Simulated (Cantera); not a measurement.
Input (Python, Cantera):

```python
import numpy as np
import cantera as ct

gas = ct.Solution("gri30.yaml")
gas.TPX = 1225, 1000000, {'CH4': 1, 'H2': 0.14, 'O2': 2.96, 'N2': 11.1, 'H2O': 0.51}
reactor = ct.IdealGasConstPressureReactor(gas, energy="on", clone=False)
net = ct.ReactorNet([reactor])
net.rtol, net.atol = 1e-08, 1e-16
show = ['CH4', 'H2', 'O2', 'C2H4', 'O', 'CH2CO', 'H']
times = np.geomspace(9e-06, 1, 11)

steps = ct.SolutionArray(gas, extra=["t"])
rows = []
print(f"{'t/s':>10s}{'T/K':>9s}{'P/Pa':>11s}" + "".join(f"{s:>11s}" for s in show))
for t in times:
    while net.time < t:
        t_next = net.step()
        steps.append(gas.state, t=t_next)
    rows.append([np.interp(t, steps.t, y) for y in (steps.T, steps.P, *steps(*show).X.T)])
    print(f"{t:10.3e}{rows[-1][0]:9.1f}{rows[-1][1]:11.4g}" + "".join(f"{x:11.3e}" for x in rows[-1][2:]))
rate = np.gradient(steps.T, steps.t)
print("integrator steps:", len(steps.t))
if steps.T.max() > steps.T[0] + 200:
    print(f"time of steepest temperature rise: {steps.t[rate.argmax()]:.4e} s")
gas.TPX = 1225, 1000000, {'CH4': 1, 'H2': 0.14, 'O2': 2.96, 'N2': 11.1, 'H2O': 0.51}
gas.equilibrate("HP")
print(f"equilibrium (HP): T = {gas.T:.1f} K  " + "  ".join(f"{s} {gas[s].X[0]:.3e}" for s in show))
```

Output:

```
       t/s      T/K       P/Pa        CH4         H2         O2       C2H4          O      CH2CO          H
 9.000e-06   1225.0      1e+06  6.365e-02  8.911e-03  1.884e-01  4.480e-13  1.782e-10  7.969e-20  3.468e-10
 2.876e-05   1225.0      1e+06  6.365e-02  8.911e-03  1.884e-01  1.892e-11  5.418e-10  3.572e-17  1.009e-09
 9.192e-05   1225.0      1e+06  6.365e-02  8.909e-03  1.884e-01  1.574e-09  3.237e-09  4.512e-14  6.051e-09
 2.937e-04   1226.6      1e+06  6.341e-02  8.837e-03  1.882e-01  1.174e-06  6.208e-08  1.762e-09  1.303e-07
 9.387e-04   2499.0      1e+06  1.042e-16  1.406e-03  5.654e-02  6.204e-25  1.171e-03  7.165e-18  3.224e-04
 3.000e-03   2495.9      1e+06  1.057e-17  1.302e-03  5.432e-02  3.815e-27  1.053e-03  6.016e-20  2.838e-04
 9.587e-03   2486.8      1e+06  1.002e-17  1.277e-03  5.180e-02  3.386e-27  9.826e-04  5.415e-20  2.700e-04
 3.064e-02   2485.0      1e+06  9.918e-18  1.272e-03  5.131e-02  3.304e-27  9.691e-04  5.299e-20  2.673e-04
 9.791e-02   2485.0      1e+06  9.917e-18  1.272e-03  5.131e-02  3.304e-27  9.691e-04  5.299e-20  2.673e-04
 3.129e-01   2485.0      1e+06  9.917e-18  1.272e-03  5.131e-02  3.304e-27  9.691e-04  5.299e-20  2.673e-04
 1.000e+00   2485.0      1e+06  9.917e-18  1.272e-03  5.131e-02  3.304e-27  9.691e-04  5.299e-20  2.673e-04
integrator steps: 1967
time of steepest temperature rise: 9.1379e-04 s
equilibrium (HP): T = 2485.0 K  CH4 1.393e-17  H2 1.272e-03  O2 5.131e-02  C2H4 3.961e-27  O 9.691e-04  CH2CO 6.882e-20  H 2.673e-04
```

Detailed kinetics in Cantera: GRI-Mech 3.0 (53 species, 325 reactions).
